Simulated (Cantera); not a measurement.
Cantera run, input and output.

```python
import numpy as np
import cantera as ct

gas = ct.Solution("gri30.yaml")
gas.TPX = 473, 1700000, {'CH3OH': 1, 'O2': 1.15, 'N2': 4.34, 'H2O': 0.18}
inlet = ct.Reservoir(gas, clone=True)
gas.equilibrate("HP")  # start burning
reactor = ct.IdealGasConstPressureReactor(gas, energy="on", clone=False)
exhaust = ct.Reservoir(gas, clone=True)
tau = [0.025, 0.013, 0.0068, 0.0035, 0.0018, 0.00095, 0.00049, 0.00025, 0.00013, 6.9e-05, 3.6e-05][0]
for a, b in ((inlet, reactor), (reactor, exhaust)):
    ct.MassFlowController(a, b, mdot=lambda t: reactor.mass / tau)
net = ct.ReactorNet([reactor])
show = ['CH3OH', 'O2', 'H2O', 'CH4', 'HO2', 'CO']

rows = []
print(f"{'tau/s':>10s}{'T/K':>9s}" + "".join(f"{s:>11s}" for s in show))
for tau in [0.025, 0.013, 0.0068, 0.0035, 0.0018, 0.00095, 0.00049, 0.00025, 0.00013, 6.9e-05, 3.6e-05]:
    net.initial_time = 0.0
    net.advance(30 * tau)
    before = gas.X
    net.advance(40 * tau)
    drift = np.max(np.abs(gas.X - before) / (gas.X + 1e-9))
    rows.append([gas.T, *gas[show].X, drift])
    print(f"{tau:10.3e}{gas.T:9.1f}" + "".join(f"{x:11.3e}" for x in gas[show].X))
```

Output:

```
     tau/s      T/K      CH3OH         O2        H2O        CH4        HO2         CO
 2.500e-02   2164.5  1.596e-06  5.857e-05  2.530e-01  1.965e-05  3.932e-08  5.670e-02
 1.300e-02   2163.2  2.594e-06  9.289e-05  2.529e-01  2.194e-05  7.376e-08  5.673e-02
 6.800e-03   2161.3  4.028e-06  1.427e-04  2.527e-01  2.183e-05  1.425e-07  5.679e-02
 3.500e-03   2158.5  6.131e-06  2.177e-04  2.525e-01  2.029e-05  2.863e-07  5.688e-02
 1.800e-03   2154.4  9.198e-06  3.310e-04  2.521e-01  1.886e-05  5.777e-07  5.700e-02
 9.500e-04   2149.0  1.357e-05  4.971e-04  2.517e-01  1.859e-05  1.119e-06  5.719e-02
 4.900e-04   2141.4  2.048e-05  7.627e-04  2.510e-01  2.017e-05  2.162e-06  5.749e-02
 2.500e-04   2130.7  3.158e-05  1.185e-03  2.501e-01  2.465e-05  4.091e-06  5.798e-02
 1.300e-04   2116.4  4.914e-05  1.829e-03  2.491e-01  3.360e-05  7.408e-06  5.876e-02
 6.900e-05   2097.4  7.760e-05  2.805e-03  2.477e-01  5.016e-05  1.302e-05  5.998e-02
 3.600e-05   2070.2  1.300e-04  4.433e-03  2.461e-01  8.366e-05  2.360e-05  6.210e-02
```

Cantera simulation using GRI-Mech 3.0 (53 species, 325 reactions); the numbers are that mechanism's predictions, not measurements. GRI-Mech 3.0 was tuned for natural gas; its chemistry of methanol as a main component is partial and can be far from experiment. The pressure lies above the range GRI-Mech 3.0 was tuned for (to about 10 atm).
